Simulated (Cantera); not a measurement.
A closed system holds: 1 mol SiO2, 65 mol HCl, 0.16 mol O2, at 923 K and 0.000120 bar.

Method: chemical equilibrium by Gibbs-energy minimisation in Cantera with the NASA 1993 tables (ideal gas, pure condensed phases). Candidate condensed phases: H2O, Si, SiO2; 30 gas species. Kinetics and transport are ignored.

Task: What is the equilibrium state?

Result: 
- x(HCl) = 0.990
- x(H2O) = 0.00490
- x(Cl2) = 0.00455
- x(Cl) = 0.000688
- x(O2) = 1.15e-5
- n(SiO2(β-quartz)) = 1.00 mol
- gas amount = 65.02 mol
- log10 activity of Si(s) (absent) = -33.23
